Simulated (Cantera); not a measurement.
Feed: 1 mol Ti(NMe2)4, 2.5 mol H2, 6 mol N2, 0.84 mol H2O, at 2000 K and 31.0 mbar.

Method: chemical equilibrium by Gibbs-energy minimisation in Cantera with the NASA 1993 tables (ideal gas, pure condensed phases). Candidate condensed phases: C, C6H6, C7H8, C8H18, H2O, Ti, TiC, TiN, TiO, TiO2, Ti2O3, Ti3O5, Ti4O7; 139 gas species. The feed counts by its element totals alone. TiC: taken at fixed stoichiometry. Rates play no part.

Base state: H2 0.624, N2 0.326, CO 0.0346, H 0.00730, HCN 0.00665, C2H2 (acetylene) 0.000480, HNC 0.000378 (mole fractions); condensed: C(graphite) + TiC(s).

What changes in the equilibrium state with this change: pressure from 31.0 mbar to 0.133 bar?


| species | before | after |
|---|---|---|
| H2 | 0.624 | 0.627 |
| N2 | 0.326 | 0.327 |
| CO | 0.0346 | 0.0347 |
| H | 0.00730 | 0.00353 |
| CH4 | 5.13e-6 | 2.23e-5 |
| C2H2 (acetylene) | 0.000480 | 0.000482 |
| HCN | 0.00665 | 0.00668 |
| HNC | 0.000378 | 0.000379 |
| C(graphite), mol | 5.97 | 5.97 |
| TiC(s), mol | 1.000 | 1.00 |

What changes in the equilibrium state with this change: 2 mol CO2 added?


| species | before | after |
|---|---|---|
| H2 | 0.624 | 0.536 |
| N2 | 0.326 | 0.280 |
| CO | 0.0346 | 0.171 |
| C2H2 (acetylene) | 0.000480 | 0.000412 |
| HNC | 0.000378 | 0.000324 |
| HCN | 0.00665 | 0.00571 |
| H | 0.00730 | 0.00676 |
| C(graphite), mol | 5.97 | 3.97 |
| TiC(s), mol | 1.000 | 1.000 |
